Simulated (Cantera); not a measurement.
Input: 1 mol Ta2O5, 0.44 mol CH4, a varied amount of H2, at 17.0 mbar.

Cantera equilibrium calculation (NASA polynomials, part measured and part estimated; ideal gas, pure solids and liquids). Candidate condensed phases: C, C6H6, C7H8, C8H18, H2O, Ta, TaC, Ta2O5; 113 gas species. Mutual solubility and eutectic melting of coexisting phases are not modelled. Condensed phases not in the tables: Ta2C, N, O or C dissolved in the metal. Equilibrium is a limit: real reactors are often held back by kinetics, nucleation or transport.

Stable condensed phases, one row left out:

```
T in K \ n(H2) in mol
          0.5 0.68 0.93  1.3  1.7  2.4  3.3  4.5  6.1  8.3   11   16
   2600     A    A    A    A    A    A    B    B    B    B    B    B
   2550     A    A    A    A    A    A    A    A    A    B    B    B
   2500     A    A    A    A    A    A    A    A    A    A    A    B
   2400     A    A    A    A    A    A    A    A    A    A    A    A
   2350     A    A    A    A    A    A    A    A    A    A    A    A
   2300     A    A    A    A    A    A    A    A    A    A    A    A
   2250     A    A    A    A    A    A    A    A    A    A    A    A
   2200     A    A    A    A    A    A    A    A    A    A    A    A
```

A: Ta + Ta2O5; B: Ta2O5.

### Question
Give the row for 2450 K.

### Answer
0.5: Ta + Ta2O5; 0.68: Ta + Ta2O5; 0.93: Ta + Ta2O5; 1.3: Ta + Ta2O5; 1.7: Ta + Ta2O5; 2.4: Ta + Ta2O5; 3.3: Ta + Ta2O5; 4.5: Ta + Ta2O5; 6.1: Ta + Ta2O5; 8.3: Ta + Ta2O5; 11: Ta + Ta2O5; 16: Ta + Ta2O5.
